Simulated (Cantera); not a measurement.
Input (Python, Cantera) and output of one run.

```python
import numpy as np
import cantera as ct

gas_names = """
    C CO CO2 C2 C2O C3 C3O2 C4 C5 O O2 O3 Pb PbO Pb2
""".split()
cond_names = """
    C(gr) Pb(cr) Pb(L) PbO(rd) PbO(yw) PbO(L) PbO2(s) Pb3O4(s)
""".split()


# ... load() reads the species with a 1 bar reference pressure and builds the phases ...
atoms = {
    'PbO': {'Pb': 1, 'O': 1},
    'CO': {'C': 1, 'O': 1},
}
top_T = {'C(gr)': 4500, 'Pb3O4(s)': 820}  # K; cautious upper limits of use, not melting points


# ... equilibrate(T, P, feed) seeds the gas with the atoms and calls Mixture.equilibrate('TP', solver="vcs", rtol=1e-11, max_steps=5000) ...
results = []
feed = {'PbO': 1, 'CO': 1.8}  # mol
P = 1000  # Pa
for T in [898, 998, 1098, 1198, 1298, 1398, 1498, 1598, 1698, 1798, 1898, 1998, 2098, 2198]:
    mix = equilibrate(T, P, feed)
    results.append((T, P, feed, dict(zip(mix.species_names, mix.species_moles))))

top = {s: max(r[3][s] / sum(r[3][g] for g in gas_names) for r in results) for s in gas_names}
cols = sorted((s for s in top if top[s] > 1e-06), key=lambda s: -top[s])[:6]
seen = [c for c in cond_names if any(r[3].get(c, 0) > 1e-12 for r in results)]
print("log10 of partial pressures in bar; condensed amounts in mol")
print(f"{'T/K':>10s}" + "".join(f"{s[:9]:>10s}" for s in cols + seen))
for T, P, feed, n in results:
    ng = sum(n[g] for g in gas_names)
    print(f"{T:10.4g}" + "".join(f"{np.log10(max(n[s] / ng * P / 1e5, 1e-99)):10.3f}" for s in cols)
          + "".join(f"{n.get(c, 0):10.4g}" for c in seen))
```

It prints:

```
log10 of partial pressures in bar; condensed amounts in mol
       T/K       CO2        CO        Pb       PbO        O2         O     Pb(L)
       898    -2.255    -2.352    -5.888   -12.437   -23.593   -23.098    0.9998
       998    -2.256    -2.353    -4.810   -10.444   -20.296   -19.978    0.9972
      1098    -2.260    -2.357    -3.933    -8.820   -17.604   -17.427    0.9787
      1198    -2.283    -2.380    -3.205    -7.473   -15.364   -15.301    0.8802
      1298    -2.384    -2.480    -2.592    -6.338   -13.472   -13.504    0.3813
      1398    -2.447    -2.544    -2.447    -5.748   -11.854   -11.964         0
      1498    -2.448    -2.543    -2.448    -5.364   -10.455   -10.631         0
      1598    -2.448    -2.543    -2.448    -5.031    -9.235    -9.466         0
      1698    -2.449    -2.541    -2.449    -4.740    -8.163    -8.440         0
      1798    -2.451    -2.539    -2.451    -4.486    -7.215    -7.531         0
      1898    -2.454    -2.536    -2.454    -4.264    -6.375    -6.720         0
      1998    -2.458    -2.531    -2.458    -4.071    -5.627    -5.995         0
      2098    -2.466    -2.522    -2.463    -3.907    -4.968    -5.347         0
      2198    -2.483    -2.508    -2.471    -3.778    -4.402    -4.774         0
```

These are equilibrium values from Cantera (NASA tables, ideal gas, pure condensed phases), not measurements of a reactor. Gases not in the tables: (PbO)n polymers.
